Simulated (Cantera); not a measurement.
Gas mixture: 100 % H2, at 0.0263 atm, frozen composition.

Cantera's kinetic-theory transport with the Lennard-Jones parameters of GRI-Mech 3.0, ideal gas; thermal conductivity in the multicomponent form.

One state of this run: ρ (kg/m³) = 0.00108; cp (J/kg/K) = 14510; μ (µPa s) = 14.1; λ (mW/m/K) = 298; Pr = 0.688; D (cm²/s) CH4 = 90.9; D (cm²/s) OH = 131; D (cm²/s) H2 = 0.000. D: mixture-averaged diffusion coefficient of that species in the mixture.

Q: Which value of T (K) does it belong to?
A) 800
B) 400
C) 600
D) 700

A: C, 600
